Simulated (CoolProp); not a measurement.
Properties of R1132(E) along the isotherm 400 K.

Model: reference Helmholtz-energy equation of state, Akasaka 2024, in CoolProp.

| p (bar) | phase | density (kg/m³) | cp (kJ/(kg K)) | speed of sound (m/s) | fugacity coefficient |
|---|---|---|---|---|---|
| 8.12 | gas | 16.19 | 1.145 | 236.6 | 0.9665 |
| 16.2 | gas | 33.53 | 1.186 | 230.6 | ___ |
| 24.4 | gas | 52.61 | 1.238 | 224.4 | 0.9011 |
| 32.5 | gas | ___ | 1.299 | ___ | 0.8693 |
| 40.6 | gas | ___ | 1.376 | 211.8 | 0.8381 |
| 48.8 | gas | 121.6 | 1.474 | 205.4 | ___ |
| 56.9 | supercritical | 150.2 | ___ | 199.3 | 0.7768 |
| 65 | supercritical | 182.8 | ___ | 193.7 | 0.7471 |

### Question
Some entries are withheld; supply them.

### Answer

- 16.2, fugacity coefficient: 0.9338
- 32.5, density (kg/m³): 73.22
- 32.5, speed of sound (m/s): 218.1
- 40.6, density (kg/m³): 95.95
- 48.8, fugacity coefficient: 0.8070
- 56.9, cp (kJ/(kg K)): 1.599
- 65, cp (kJ/(kg K)): 1.759
